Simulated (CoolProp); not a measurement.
Model: reference Helmholtz-energy equation of state, Fiedler 2023, in CoolProp.

Q: Give the vapour pressure (bar), liquid density (kg/m³), vapour density (kg/m³), enthalpy of vaporisation (kJ/kg) of saturated tetrahydrofuran at 476.8 K.

A: 
```csv
T (K),p (bar),liquid density (kg/m³),vapour density (kg/m³),enthalpy of vaporisation (kJ/kg)
476.8,21.5,640,53.3,274
```
